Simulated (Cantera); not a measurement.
An adiabatic, constant-pressure homogeneous reactor starts with CH₄ : H₂ : O₂ : N₂ : CO₂ = 1 : 0.091 : 2.59 : 8.29 : 2.5 (molar parts), at 1348 K and 5.00 bar. Integrator tolerance rtol = 1e-08.

Model: GRI-Mech 3.0 (53 species, 325 reactions), integrated in Cantera.

What does this change do: initial temperature 1348 to 1325 K?


| quantity | before | after |
|---|---|---|
| time of steepest temperature rise | 0.942 ms | 1.17 ms |
| temperature at 2.00 s | 2483 K | 2471 K |
| equilibrium temperature | 2483 K | 2471 K |
| x(CH₄) at 2.00 s | <1e-12 (gas-phase equilibrium <1e-12) | <1e-12 (gas-phase equilibrium <1e-12) |
| x(H₂) at 2.00 s | 0.00170 (gas-phase equilibrium 0.00170) | 0.00160 (gas-phase equilibrium 0.00160) |
| x(O₂) at 2.00 s | 0.0401 (gas-phase equilibrium 0.0401) | 0.0398 (gas-phase equilibrium 0.0398) |
| x(C₂H₆) at 2.00 s | <1e-12 (gas-phase equilibrium <1e-12) | <1e-12 (gas-phase equilibrium <1e-12) |
| x(CO) at 2.00 s | 0.0169 (gas-phase equilibrium 0.0169) | 0.0159 (gas-phase equilibrium 0.0159) |
| x(H) at 2.00 s | 0.000434 (gas-phase equilibrium 0.000434) | 0.000399 (gas-phase equilibrium 0.000399) |
